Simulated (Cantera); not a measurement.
**Equilibrium for calcination and drying: Ca(OH)₂ + H₂O + CO₂**

A closed system holds: 1 mol Ca(OH)₂, 0.097 mol H₂O, 0.49 mol CO₂, equilibrated at 452 °C and 1.00 bar.

Equilibrium computed with Cantera from the NASA thermochemical tables; the gas is ideal and each condensed phase is pure. Candidate condensed phases: C, C₆H₆, C₇H₈, C₈H₁₈, Ca, CaCO₃, CaO, Ca(OH)₂, H₂O; 115 gas species. The numbers say what is thermodynamically allowed, not how fast it happens.

- x(H₂O) = 1.000
- x(CO₂) = 8.93e-5
- n(CaCO₃(calcite)) = 0.490 mol
- n(Ca(OH)₂(s)) = 0.510 mol
- gas amount = 0.5870 mol
- log10 activity of C(graphite) (absent) = -22.37
- log10 activity of Ca(s) (absent) = -35.78
